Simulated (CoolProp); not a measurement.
Saturation properties of CF4 (R14) (Tc = -45.8 °C, pc = 3762 kPa, ω = 0.178).

Values from CoolProp's reference Helmholtz-energy equation of state, Platzer 1990. This equation is an older, rougher fit; its heat capacities, sound speeds and derivatives of the liquid may be far off and weren't checked against measurements.

```tsv
T (°C)	p (kPa)	enthalpy of vaporisation (kJ/kg)	vapour Z	surface tension (mN/m)	vapour viscosity (µPa s)
-92.25	731.2	110.1	0.8478	5.92	11.6
-89.95	807.2	108.0	0.8363	5.56	11.8
-87.75	885.3	106.0	0.8247	5.22	12.0
-85.55	968.8	[?]	0.8126	4.89	12.2
-83.35	1058	101.7	0.8000	4.55	12.5
-81.05	1157	99.31	0.7861	[?]	12.7
-78.85	1259	[?]	0.7722	3.89	13.0
-76.65	1367	94.41	0.7576	3.57	[?]
-74.45	1481	[?]	0.7423	3.26	13.6
-72.15	1609	88.89	0.7255	2.94	13.9
-69.95	1738	85.96	0.7085	2.64	14.2
-67.75	1875	82.84	0.6905	2.35	14.6
-65.55	2019	79.53	0.6714	2.06	15.0
-63.25	2179	[?]	0.6501	1.77	15.5
-61.05	2341	71.93	0.6282	1.50	16.0
```

### Question
What belongs in the gaps?

### Answer

- -85.55, enthalpy of vaporisation (kJ/kg): 103.9
- -81.05, surface tension (mN/m): 4.21
- -78.85, enthalpy of vaporisation (kJ/kg): 96.92
- -76.65, vapour viscosity (µPa s): 13.3
- -74.45, enthalpy of vaporisation (kJ/kg): 91.79
- -63.25, enthalpy of vaporisation (kJ/kg): 75.80

It boils at -128.0 °C under 1 atm.

Viscosity comes from a separate model (Huber 2003), an estimate that may be off by 10 % or more. Surface tension comes from a separate correlation (Mulero 2012).
